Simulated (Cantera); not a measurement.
# Stirred combustor or abatement burner

A perfectly stirred reactor is fed with CH3OH : O2 : N2 : H2 = 1 : 3.19 : 12 : 0.023 (molar parts), equivalence ratio 0.47, at 0.987 atm; it is adiabatic with a 450 K inlet, and is followed from long to short residence time, starting on the burning branch (τ in s: 0.24, 0.076, 0.024, 0.0075, 0.0023, 0.00073, 0.00023, 7.2e-05, 2.2e-05, 7e-06).

Computed with Cantera and GRI-Mech 3.0 (53 species, 325 reactions). GRI-Mech 3.0 was tuned for natural gas; its chemistry of methanol as a main component is partial and can be far from experiment.

```json
[
 {"τ (s)": "0.24", "T (K)": "1604", "x CH3OH": "3.86e-6", "x O2": "0.100", "x NO": "3.16e-6", "x HO2": "2.39e-6", "x OH": "0.000517", "x NO2": "1.85e-8", "x H": "3.48e-6"},
 {"τ (s)": "0.076", "T (K)": "1601", "x CH3OH": "8.37e-6", "x O2": "0.101", "x NO": "2.82e-6", "x HO2": "5.11e-6", "x OH": "0.000715", "x NO2": "1.82e-8", "x H": "9.86e-6"},
 {"τ (s)": "0.024", "T (K)": "1594", "x CH3OH": "1.81e-5", "x O2": "0.101", "x NO": "2.16e-6", "x HO2": "1.09e-5", "x OH": "0.000975", "x NO2": "1.39e-8", "x H": "2.77e-5"},
 {"τ (s)": "0.0075", "T (K)": "1580", "x CH3OH": "4.03e-5", "x O2": "0.101", "x NO": "1.38e-6", "x HO2": "2.37e-5", "x OH": "0.00127", "x NO2": "8.55e-9", "x H": "7.35e-5"},
 {"τ (s)": "0.0023", "T (K)": "1547", "x CH3OH": "0.000104", "x O2": "0.103", "x NO": "6.80e-7", "x HO2": "5.67e-5", "x OH": "0.00144", "x NO2": "4.75e-9", "x H": "0.000165"},
 {"τ (s)": "0.00073", "T (K)": "450", "x CH3OH": "0.0617", "x O2": "0.197", "x NO": "<1e-12", "x HO2": "<1e-12", "x OH": "<1e-12", "x NO2": "<1e-12", "x H": "<1e-12"},
 {"τ (s)": "0.00023", "T (K)": "450", "x CH3OH": "0.0617", "x O2": "0.197", "x NO": "<1e-12", "x HO2": "<1e-12", "x OH": "<1e-12", "x NO2": "<1e-12", "x H": "<1e-12"},
 {"τ (s)": "7.2e-5", "T (K)": "450", "x CH3OH": "0.0617", "x O2": "0.197", "x NO": "<1e-12", "x HO2": "<1e-12", "x OH": "<1e-12", "x NO2": "<1e-12", "x H": "<1e-12"},
 {"τ (s)": "2.2e-5", "T (K)": "450", "x CH3OH": "0.0617", "x O2": "0.197", "x NO": "<1e-12", "x HO2": "<1e-12", "x OH": "<1e-12", "x NO2": "<1e-12", "x H": "<1e-12"},
 {"τ (s)": "7.0e-6", "T (K)": "450", "x CH3OH": "0.0617", "x O2": "0.197", "x NO": "<1e-12", "x HO2": "<1e-12", "x OH": "<1e-12", "x NO2": "<1e-12", "x H": "<1e-12"}
]
```
x: mole fraction; the columns are a selection and need not sum to one.
